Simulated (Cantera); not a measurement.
Source: NASA polynomial tables (part measured, part estimated), evaluated in Cantera. Values are per mole of reaction as written; species without (g) are pure solids or liquids, kept so even where they would boil at 1 bar.

Between 1750 and 2800 K, where is each reaction favourable under standard conditions?
- 4 PH₃(g) + 4 O₃(g) ⇌ P₄(g) + 6 H₂O₂(g)


- 4 PH₃(g) + 4 O₃(g) ⇌ P₄(g) + 6 H₂O₂(g): ΔG° is -1148 kJ at 1750 K and -997 kJ at 2800 K; it stays negative (K > 1). ΔH° is -1453 kJ and ΔS° -163 J/K at 2800 K.
